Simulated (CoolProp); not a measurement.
CH2F2 (R32) at 293.15 K and 0.2 MPa is throttled through a valve to 0.0414 MPa with no heat exchange. Each further row changes one setting.

Computed with CoolProp (reference Helmholtz-energy equation of state, Tillner-Roth 1997).

```
case                        temperature change (K)  final density (kg/m³)
--------------------------  ----------------------  ---------------------
as stated                                      ___                    ___
outlet pressure 0.0124 MPa                     ___                    ___
outlet pressure 0.0538 MPa                    -4.1                    ___
```

Problem. Some entries are withheld; supply them.

Solution. 
- as stated, temperature change (K): -4.4
- as stated, final density (kg/m³): 0.902
- outlet pressure 0.0124 MPa, temperature change (K): -5.3
- outlet pressure 0.0124 MPa, final density (kg/m³): 0.270
- outlet pressure 0.0538 MPa, final density (kg/m³): 1.17
